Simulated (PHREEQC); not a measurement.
A column of 0.5 m (30 cells, dispersivity 0.025 m, 3600 s a shift, diffusion coefficient 3e-10 m²/s) holds 0.014 eq of the database's cation exchanger X per kg of pore water, first in equilibrium with 9.3 mmol/kgw CaCl2 and 0.01 mmol/kgw HCl. It is flushed with 0.021 mol LiCl and 1e-05 mol HCl per kg of water, at 25 °C. Values are for the last cell. CO2 from the air is kept out. Precipitation was switched off in this run.

Base run: PHREEQC, ion-association model, phreeqc.dat. Each further column changes one thing. The table gives CaX2 on the exchanger (mol/kgw).

```tsv
pore volumes	base	exchange capacity from 0.014 to 0.007 eq/kgw	dispersivity from 0.025 to 0.05 m
0	0.00700	0.00350	0.00700
0.55	0.00699	0.00349	0.00695
1.217	0.00648	0.00320	0.00647
1.75	0.00597	0.00287	0.00604
2.283	0.00560	0.00263	0.00569
2.817	0.00533	0.00245	0.00542
3.483	0.00507	0.00230	0.00515
4.017	0.00491	0.00219	0.00498
```
